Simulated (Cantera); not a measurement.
**Equilibrium for silicon epitaxy and polysilicon growth: SiHCl₃ + HCl + H₂**

Input: 1 mol SiHCl₃, 0.37 mol HCl, 20 mol H₂, at 170000 Pa.

Method: chemical equilibrium by Gibbs-energy minimisation in Cantera with the NASA 1993 tables (ideal gas, pure condensed phases). Candidate condensed phases: Si; 19 gas species. The tables' values for SiCl₃ are old estimates; treat these amounts as uncertain. Kinetics and transport are ignored.

From 675 °C to 1350 °C the condensed part is Si(s). The main Si-bearing gas is SiCl₄ at 675 °C and SiCl₂ at 1350 °C. The share of Si in condensed phases is highest at 1275 °C (28.9 %) and lowest at 675 °C (4.6 %).

```
T (°C)   x H₂    x HCl   x SiCl₂  x SiCl₄  x SiHCl₃   x SiCl₃  x SiH₂Cl₂  n Si(s)
------  -----  -------  --------  -------  --------  --------  ---------  -------
675     0.951  0.00441   3.12e-5   0.0215    0.0208  0.000141    0.00205   0.0458
750     0.948  0.00844  0.000133   0.0209    0.0199  0.000363    0.00209   0.0695
825     0.944   0.0146  0.000458   0.0197    0.0186  0.000802    0.00209    0.103
900     0.937   0.0232   0.00130   0.0178    0.0168   0.00154    0.00203    0.146
975     0.929   0.0340   0.00313   0.0151    0.0145   0.00256    0.00189    0.194
1050    0.919   0.0463   0.00639   0.0116    0.0116   0.00368    0.00168    0.238
1125    0.908   0.0586    0.0111  0.00778   0.00847   0.00450    0.00138    0.269
1200    0.899   0.0688    0.0166  0.00449   0.00551   0.00467    0.00106    0.286
1275    0.892   0.0760    0.0215  0.00226   0.00325   0.00417   0.000758    0.289
1350    0.888   0.0801    0.0253  0.00105   0.00180   0.00337   0.000521    0.286
```
x: gas mole fraction; n: condensed amount in mol.
